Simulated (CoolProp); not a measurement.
The fluid at 298.15 K and 0.216 MPa is throttled through a valve to 0.122 MPa with no heat exchange. The same conditions are run with several fluids, on thermodynamics alone (safety and materials aside).

Model: reference Helmholtz-energy equation of state of each fluid (R236FA: Pan 2012; R1132(E): Akasaka 2024; oxygen: Schmidt 1985; R125: Lemmon 2005; R410A: Lemmon 2003), in CoolProp. Blends and air are pseudo-pure fits.

Question: Rank R236FA, R1132(E), oxygen, R125, R410A by temperature change (K), highest first.

Answer: oxygen (-0.3), R125 (-1.3), R1132(E) (-1.5), R410A (-1.9), R236FA (-2.3)

```
fluid     final density (kg/m³)
--------  ---------------------
R236FA                     7.86
R1132(E)                   3.21
oxygen                     1.58
R125                       6.05
R410A                      3.65
```
